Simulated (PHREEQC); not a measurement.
NaOH is added in steps, without added water, to 1 kg of water holding 2.1 mmol/kgw HNO3, 0.41 mmol/kgw ZnSO4 and 84 mmol/kgw KCl, at 25 °C. O2 is buffered at 0.21 atm. The system is closed to CO2. The run lets Zn(OH)2-e, Zn4(OH)6SO4, Zn5(OH)8Cl2, Halite, Mirabilite, Goslarite precipitate or redissolve, and no other solid.

Base run: PHREEQC, ion-association model, wateq4f.dat. Each further column changes one thing. The table gives pH.

| NaOH added (mol) | base | Davies equation for every ion | metal-ligand complexes left out | Debye-Hückel limiting law | all activity coefficients set to 1 |
|---|---|---|---|---|---|
| 0 | 2.76 | 2.79 | 2.76 | 2.83 | 2.69 |
| 0.002125 | 7.51 | 7.52 | 7.48 | 7.65 | 7.29 |
| 0.00425 | 11.01 | 11.02 | 11.01 | 10.97 | 11.12 |
| 0.006375 | 11.42 | 11.43 | 11.42 | 11.39 | 11.54 |
| 0.0085 | 11.63 | 11.64 | 11.63 | 11.59 | 11.75 |
| 0.01063 | 11.77 | 11.78 | 11.77 | 11.73 | 11.89 |
| 0.01275 | 11.88 | 11.89 | 11.88 | 11.83 | 11.99 |
| 0.01487 | 11.96 | 11.97 | 11.96 | 11.92 | 12.08 |
| 0.017 | 12.03 | 12.04 | 12.03 | 11.99 | 12.15 |
